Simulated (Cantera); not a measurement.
Feed: 1 mol Ca(OH)2, 0.07 mol H2O, 0.013 mol CO2, held at 1800 °C and 13000 Pa.

Method: chemical equilibrium by Gibbs-energy minimisation in Cantera with the NASA 1993 tables (ideal gas, pure condensed phases). Candidate condensed phases: C, C6H6, C7H8, C8H18, Ca, CaCO3, CaO, Ca(OH)2, H2O; 115 gas species. Kinetics and transport are ignored.

Base state: H2O 0.958, H2 0.0158, CO2 0.0110, O2 0.00685, OH 0.00633, H 0.000917, CO 0.000879, O 0.000264 (mole fractions); condensed: CaO(s).

What changes in the equilibrium state with this change: temperature from 1800 °C to 1225 °C?


| species | before | after |
|---|---|---|
| H2O | 0.958 | 0.987 |
| CO2 | 0.0110 | 0.0120 |
| H2 | 0.0158 | 0.000379 |
| O2 | 0.00685 | 0.000178 |
| Ca(OH)2 | 0.000169 | 5.23e-7 |
| O | 0.000264 | 1.46e-7 |
| H | 0.000917 | 9.29e-7 |
| OH | 0.00633 | 6.88e-5 |
| CO | 0.000879 | 1.19e-5 |
| CaO(s), mol | 1.000 | 1.000 |
